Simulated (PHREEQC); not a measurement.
Consider water at 20 °C with 0.08 mol/kgw Pb(NO3)2 and 0.00061 mol/kgw NaNO3. It is in equilibrium with CO2 at log p = -1 (atm). Otherwise closed; pH follows from the charge balance.

The numbers come from PHREEQC with the ion-association model, phreeqc.dat.

This is a speciation only: nothing precipitates in the calculation.

Q: Predict the pH.

A: pH 3.80.

Q: In which forms is Pb present?

A: Pb+2 63 %, PbNO3+ 37 % of the Pb.
